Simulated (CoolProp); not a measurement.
The numbers come from the reference Helmholtz-energy equation of state, Zhou 2012 in CoolProp.

**Question.** Give the vapour pressure (MPa), liquid density (kg/m³), vapour Z, surface tension (mN/m) of saturated p-xylene at 470.3 K.

**Answer.** 
| T (K) | p (MPa) | liquid density (kg/m³) | vapour Z | surface tension (mN/m) |
|---|---|---|---|---|
| 470.3 | 0.391 | 690 | 0.882 | 10.8 |

Surface tension comes from a separate correlation (Mulero 2014).
